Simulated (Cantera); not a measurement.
A Cantera script and what it prints.

```python
import numpy as np
import cantera as ct

gas_names = """
    Br Br2 H HBr H2 N NH NH2 NH3 N2 N2H2 N2H4
""".split()
cond_names = """
    Br2(cr) Br2(L)
""".split()


# ... load() reads the species with a 1 bar reference pressure and builds the phases ...
atoms = {
    'HBr': {'H': 1, 'Br': 1},
    'H2': {'H': 2},
    'N2': {'N': 2},
}
top_T = {}  # K; cautious upper limits of use, not melting points


# ... equilibrate(T, P, feed) seeds the gas with the atoms and calls Mixture.equilibrate('TP', solver="vcs", rtol=1e-11, max_steps=5000) ...
results = []
feed = {'HBr': 1, 'H2': 1.1, 'N2': 5}  # mol
P = 16000000  # Pa
for T in [1998, 2048, 2098, 2148, 2198, 2248, 2298, 2348, 2398, 2448, 2498, 2548, 2598, 2648]:
    mix = equilibrate(T, P, feed)
    results.append((T, P, feed, dict(zip(mix.species_names, mix.species_moles))))

top = {s: max(r[3][s] / sum(r[3][g] for g in gas_names) for r in results) for s in gas_names}
cols = sorted((s for s in top if top[s] > 1e-05), key=lambda s: -top[s])[:8]
seen = [c for c in cond_names if any(r[3].get(c, 0) > 1e-12 for r in results)]
print("log10 of partial pressures in bar; condensed amounts in mol")
print(f"{'T/K':>10s}" + "".join(f"{s[:9]:>10s}" for s in cols + seen))
for T, P, feed, n in results:
    ng = sum(n[g] for g in gas_names)
    print(f"{T:10.4g}" + "".join(f"{np.log10(max(n[s] / ng * P / 1e5, 1e-99)):10.3f}" for s in cols)
          + "".join(f"{n.get(c, 0):10.4g}" for c in seen))
```

It prints:

```
log10 of partial pressures in bar; condensed amounts in mol
       T/K        N2        H2       HBr        Br         H       Br2       NH3
      1998     2.052     1.395     1.349    -0.757    -2.097    -2.204    -1.577
      2048     2.052     1.395     1.348    -0.658    -1.952    -2.137    -1.612
      2098     2.051     1.396     1.347    -0.565    -1.814    -2.073    -1.645
      2148     2.051     1.396     1.346    -0.476    -1.682    -2.013    -1.677
      2198     2.051     1.397     1.344    -0.391    -1.556    -1.955    -1.707
      2248     2.051     1.397     1.342    -0.310    -1.435    -1.902    -1.735
      2298     2.051     1.398     1.340    -0.233    -1.320    -1.851    -1.762
      2348     2.051     1.399     1.338    -0.160    -1.209    -1.803    -1.787
      2398     2.051     1.399     1.335    -0.090    -1.103    -1.758    -1.811
      2448     2.050     1.400     1.332    -0.024    -1.001    -1.716    -1.834
      2498     2.050     1.401     1.329     0.040    -0.903    -1.676    -1.856
      2548     2.050     1.402     1.325     0.100    -0.809    -1.639    -1.877
      2598     2.050     1.403     1.321     0.158    -0.718    -1.605    -1.896
      2648     2.049     1.404     1.316     0.213    -0.630    -1.573    -1.915
```

Cantera equilibrium calculation (NASA polynomials, part measured and part estimated; ideal gas, pure solids and liquids). The ideal-gas law is rough above about 30 bar.
